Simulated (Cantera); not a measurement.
Input: 1 mol Fe2O3, 5.1 mol Cl2, equilibrated at 67000 Pa.

Method: chemical equilibrium by Gibbs-energy minimisation in Cantera with the NASA 1993 tables (ideal gas, pure condensed phases). Candidate condensed phases: Fe, FeCl2, FeCl3, FeO, Fe2O3, Fe3O4; 13 gas species. Condensed phases not in the tables: FeOCl. Equilibrium is a limit: real reactors are often held back by kinetics, nucleation or transport.

Task: What share of the Fe ends up in condensed phases as a function of T (K), at 723, 873, 1023, 1173, 1323, 1473, 1623?

Result: 
| T (K) | Fe condensed (%) | as |
|---|---|---|
| 723 | 99.6 | Fe2O3(s) |
| 873 | 96.8 | Fe2O3(s) |
| 1023 | 85.1 | Fe2O3(s) |
| 1173 | 57.4 | Fe2O3(s) |
| 1323 | 15.8 | Fe2O3(s) |
| 1473 | 0.0 | - |
| 1623 | 0.0 | - |
